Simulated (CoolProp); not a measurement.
Properties of R1234yf along the isobar 0.797 MPa (Tc = 367.8 K, pc = 3.384 MPa, ω = 0.276).

Values from CoolProp's reference Helmholtz-energy equation of state, Lemmon 2022.

```csv
T (K),phase,cp (kJ/(kg K)),isothermal compressibility (1/MPa),expansivity (1/kK),conductivity (mW/(m K))
146.5,liquid,1.093,0.0007430,1.672,118
170.5,liquid,1.101,0.0009542,1.714,109
194.4,liquid,1.125,0.001250,1.803,100
218.4,liquid,1.164,0.001687,1.951,91.1
242.3,liquid,1.214,0.002363,2.181,82.4
266.3,liquid,1.276,0.003506,2.540,74.1
290.2,liquid,1.357,0.005687,3.148,66.2
314.2,gas,1.062,1.549,5.852,15.3
338.1,gas,1.055,1.449,4.582,17.4
362.1,gas,1.070,1.393,3.850,19.5
386,gas,1.093,1.358,3.366,21.6
410,gas,1.119,1.335,3.014,23.7
```

Thermal conductivity comes from a separate model (Perkins 2011).
